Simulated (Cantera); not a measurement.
**Equilibrium for hydrogen reduction and annealing atmospheres: V2O5 + H2**

A closed system holds: 1 mol V2O5, 2900 mol H2, equilibrated at 1173 K and 0.133 bar.

These are equilibrium values from Cantera (NASA tables, ideal gas, pure condensed phases), not measurements of a reactor. Candidate condensed phases: H2O, V, VO, V2O3, V2O4, V2O5; 12 gas species. Condensed phases not in the tables: the oxides between V2O3 and V2O5 other than VO2. The numbers say what is thermodynamically allowed, not how fast it happens.

| Quantity | Result |
|---|---|
| x(H2) | 0.999 |
| x(H2O) | 0.000690 |
| n(V2O3(s)) | 1.00 mol |
| gas amount | 2900 mol |
| log10 activity of V(s) (absent) | -3.53 |
| log10 activity of V2O5(l) (absent) | -15.98 |
